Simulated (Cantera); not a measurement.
# Thermodynamics of carbothermic reduction, feed Ta2O5 + C + CO

Charge: 1 mol Ta2O5, 0.34 mol C, 0.026 mol CO, at 2375 K and 3.20 bar.

Equilibrium computed with Cantera from the NASA thermochemical tables; the gas is ideal and each condensed phase is pure. Candidate condensed phases: C, Ta, TaC, Ta2O5; 15 gas species. Mutual solubility and eutectic melting of coexisting phases are not modelled. TaC: taken at fixed stoichiometry. Condensed phases not in the tables: Ta2C. Rates play no part.

```json
{
  "x(CO)": "0.998",
  "x(CO2)": "0.00244",
  "x(TaO2)": "3.29e-5",
  "x(TaO)": "3.13e-6",
  "n(TaC(s))": "0.0973 mol",
  "n(Ta2O5(l))": "0.951 mol",
  "gas_amount": "0.2687 mol",
  "log10 activity of Ta(s) (absent)": "-0.96",
  "log10 activity of C(graphite) (absent)": "-2.12"
}
```
